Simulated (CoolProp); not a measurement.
Isopentane along the isotherm 500 K: density (kg/m³) from the reference equation and from simpler models built on Tc = 460.3 K, pc = 3378 kPa, ω = 0.227; each cubic takes its own stable root.

Model: reference Helmholtz-energy equation of state, Lemmon 2006, in CoolProp. It is a short technical equation, of lower accuracy than the large ones.

| p (kPa) | phase | reference |
|---|---|---|
| 1060 | gas | 20.13 |
| 2110 | gas | 44.76 |
| 3170 | gas | 77.86 |
| 4220 | supercritical | 127.3 |
| 5280 | supercritical | 213.6 |
| 6330 | supercritical | 293.2 |
| 7390 | supercritical | 332.5 |
| 8450 | supercritical | 356.4 |

How far does each simpler model (ideal gas, van der Waals, Redlich-Kwong, Soave-Redlich-Kwong, Peng-Robinson) lie from the reference over these 8 states: mean and median of the absolute difference, and the worst?


- ideal gas: mean 42.3 %, median 49.8 %, worst -62.5 % at 500 K and 6330 kPa
- van der Waals: mean 8.5 %, median 5.8 %, worst -20.9 % at 500 K and 8450 kPa
- Redlich-Kwong: mean 4.2 %, median 2.4 %, worst -9.6 % at 500 K and 7390 kPa
- Soave-Redlich-Kwong: mean 7.3 %, median 6.6 %, worst -15.2 % at 500 K and 6330 kPa
- Peng-Robinson: mean 4.1 %, median 3.4 %, worst -8.5 % at 500 K and 6330 kPa
